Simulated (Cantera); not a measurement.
A closed system holds: 1 mol B2O3, 19 mol HF, equilibrated at 37.0 Pa.

Equilibrium computed with Cantera from the NASA thermochemical tables; the gas is ideal and each condensed phase is pure. Candidate condensed phases: B, B2O3, B3O3H3, H2O; 43 gas species. Equilibrium is a limit: real reactors are often held back by kinetics, nucleation or transport.

log p: log10 of the partial pressure in bar; nothing condenses.

```json
[
 {"T (K)": "850", "log p HF": "-3.57", "log p H2O": "-4.21", "log p BF3": "-4.39", "log p BOF": "-8.64", "log p H2": "-10.93"},
 {"T (K)": "1000", "log p HF": "-3.57", "log p H2O": "-4.21", "log p BF3": "-4.39", "log p BOF": "…", "log p H2": "…"},
 {"T (K)": "1150", "log p HF": "-3.56", "log p H2O": "…", "log p BF3": "…", "log p BOF": "…", "log p H2": "…"},
 {"T (K)": "1300", "log p HF": "-3.52", "log p H2O": "-4.52", "log p BF3": "-4.91", "log p BOF": "-4.60", "log p H2": "-7.61"},
 {"T (K)": "1450", "log p HF": "-3.51", "log p H2O": "-4.69", "log p BF3": "-5.56", "log p BOF": "-4.47", "log p H2": "-7.03"},
 {"T (K)": "1600", "log p HF": "-3.50", "log p H2O": "-4.75", "log p BF3": "-6.26", "log p BOF": "-4.45", "log p H2": "-6.50"},
 {"T (K)": "1750", "log p HF": "-3.50", "log p H2O": "-4.78", "log p BF3": "-6.87", "log p BOF": "-4.44", "log p H2": "-6.06"},
 {"T (K)": "1900", "log p HF": "-3.50", "log p H2O": "-4.83", "log p BF3": "-7.37", "log p BOF": "-4.44", "log p H2": "-5.70"}
]
```

### Question
Fill in the missing entries.

### Answer

- 1000, log p BOF: -6.49
- 1000, log p H2: -9.41
- 1150, log p H2O: -4.29
- 1150, log p BF3: -4.50
- 1150, log p BOF: -5.11
- 1150, log p H2: -8.33
